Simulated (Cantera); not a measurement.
Feed: 1 mol SiHCl3, 450 mol H2, held at 0.800 bar.

Equilibrium computed with Cantera from the NASA thermochemical tables; the gas is ideal and each condensed phase is pure. Candidate condensed phases: Si; 19 gas species. The tables' values for SiCl3 are old estimates; treat these amounts as uncertain. Gases not in the tables: Si2H6 and higher silanes. The numbers say what is thermodynamically allowed, not how fast it happens.

x: gas mole fraction; n: condensed amount in mol.

| T (K) | x H2 | x HCl | x SiHCl3 | x H | n Si(s) | n Si(l) |
|---|---|---|---|---|---|---|
| 1050 | 0.995 | 0.00399 | 0.000493 | 9.05e-9 | 0.599 | 0 |
| 1150 | 0.994 | 0.00562 | 0.000164 | 8.32e-8 | 0.828 | 0 |
| 1250 | 0.994 | 0.00621 | … | … | 0.915 | 0 |
| 1350 | 0.994 | 0.00634 | 8.81e-6 | 2.66e-6 | 0.935 | 0 |
| 1450 | 0.993 | 0.00636 | 2.43e-6 | 1.05e-5 | 0.937 | 0 |
| 1550 | 0.993 | 0.00635 | … | … | 0.934 | 0 |
| 1650 | 0.993 | 0.00634 | 2.91e-7 | 0.000101 | 0.928 | 0 |
| 1750 | 0.993 | 0.00636 | 1.08e-7 | 0.000259 | 0 | 0.925 |

**Question.** Fill in the missing entries.

**Answer.** 
- 1550, x SiHCl3: 7.85e-7
- 1550, x H: 3.51e-5
- 1250, x SiHCl3: 3.75e-5
- 1250, x H: 5.39e-7
